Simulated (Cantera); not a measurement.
Cantera run:

```python
import numpy as np
import cantera as ct

gas_names = """
    H HO2 H2 H2O H2O2 O OH O2 O3 Pb PbO Pb2
""".split()
cond_names = """
    H2O(s) H2O(L) Pb(cr) Pb(L) PbO(rd) PbO(yw) PbO(L) PbO2(s) Pb3O4(s)
""".split()


# ... load() reads the species with a 1 bar reference pressure and builds the phases ...
atoms = {
    'PbO': {'Pb': 1, 'O': 1},
    'H2': {'H': 2},
}
top_T = {'Pb3O4(s)': 820}  # K; cautious upper limits of use, not melting points


# ... equilibrate(T, P, feed) seeds the gas with the atoms and calls Mixture.equilibrate('TP', solver="vcs", rtol=1e-11, max_steps=5000) ...
results = []
feed = {'PbO': 1, 'H2': 2.9}  # mol
for P in [10, 68, 460, 3200, 22000, 150000, 1000000]:
    for T in [673, 748, 823, 898, 973, 1048, 1123, 1198, 1273, 1348]:
        mix = equilibrate(T, P, feed)
        results.append((T, P, feed, dict(zip(mix.species_names, mix.species_moles))))

for T, P, feed, n in results:
    print(f"{T:7g} {P:10.4g}  " + (" + ".join(c for c in cond_names if n.get(c, 0) > 1e-12) or "gas only"))
```

It prints:

```
    673         10  Pb(L)
    748         10  Pb(L)
    823         10  Pb(L)
    898         10  Pb(L)
    973         10  Pb(L)
   1048         10  gas only
   1123         10  gas only
   1198         10  gas only
   1273         10  gas only
   1348         10  gas only
    673         68  Pb(L)
    748         68  Pb(L)
    823         68  Pb(L)
    898         68  Pb(L)
    973         68  Pb(L)
   1048         68  Pb(L)
   1123         68  gas only
   1198         68  gas only
   1273         68  gas only
   1348         68  gas only
    673        460  Pb(L)
    748        460  Pb(L)
    823        460  Pb(L)
    898        460  Pb(L)
    973        460  Pb(L)
   1048        460  Pb(L)
   1123        460  Pb(L)
   1198        460  Pb(L)
   1273        460  gas only
   1348        460  gas only
    673       3200  Pb(L)
    748       3200  Pb(L)
    823       3200  Pb(L)
    898       3200  Pb(L)
    973       3200  Pb(L)
   1048       3200  Pb(L)
   1123       3200  Pb(L)
   1198       3200  Pb(L)
   1273       3200  Pb(L)
   1348       3200  Pb(L)
    673    2.2e+04  Pb(L)
    748    2.2e+04  Pb(L)
    823    2.2e+04  Pb(L)
    898    2.2e+04  Pb(L)
    973    2.2e+04  Pb(L)
   1048    2.2e+04  Pb(L)
   1123    2.2e+04  Pb(L)
   1198    2.2e+04  Pb(L)
   1273    2.2e+04  Pb(L)
   1348    2.2e+04  Pb(L)
    673    1.5e+05  Pb(L)
    748    1.5e+05  Pb(L)
    823    1.5e+05  Pb(L)
    898    1.5e+05  Pb(L)
    973    1.5e+05  Pb(L)
   1048    1.5e+05  Pb(L)
   1123    1.5e+05  Pb(L)
   1198    1.5e+05  Pb(L)
   1273    1.5e+05  Pb(L)
   1348    1.5e+05  Pb(L)
    673      1e+06  Pb(L)
    748      1e+06  Pb(L)
    823      1e+06  Pb(L)
    898      1e+06  Pb(L)
    973      1e+06  Pb(L)
   1048      1e+06  Pb(L)
   1123      1e+06  Pb(L)
   1198      1e+06  Pb(L)
   1273      1e+06  Pb(L)
   1348      1e+06  Pb(L)
```

Method: chemical equilibrium by Gibbs-energy minimisation in Cantera with the NASA 1993 tables (ideal gas, pure condensed phases).
